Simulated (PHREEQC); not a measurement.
Dissolve 6.7 mmol/kgw NaHCO3 and 0.285 mmol/kgw NaF at 20 °C. Closed to the air; pH follows from the charge balance.

Model: ion-association model, wateq4f.dat, run in PHREEQC.

This is a speciation only: nothing precipitates in the calculation.

Q: Predict the pH, ionic strength.

A: pH 8.29; ionic strength 0.00703 mol/kgw.

Q: In which forms is C present?

A: HCO3- 97 %, CO2 1.1 %, CO3-2 1.0 % of the C.
